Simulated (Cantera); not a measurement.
Ignition delay

Mixture: 7.04 % CH₄, 0.289 % CO, 19.5 % O₂, 73.2 % N₂, equivalence ratio 0.73, at 1.01 bar, adiabatic and at constant volume. Ignition delay is the time to a rise of 400 K.

Model: GRI-Mech 3.0 (53 species, 325 reactions), integrated in Cantera.

```
T0 (K)  delay (ms)
------  ----------
1125           117
1200          37.6
1275          13.3
1350          5.09
1425          2.14
1500         0.989
1575         0.502
1650         0.277
1725         0.164
1800         0.102
```

```json
{
  "apparent activation energy between 1650 and 1800 K": "160 kJ/mol"
}
```
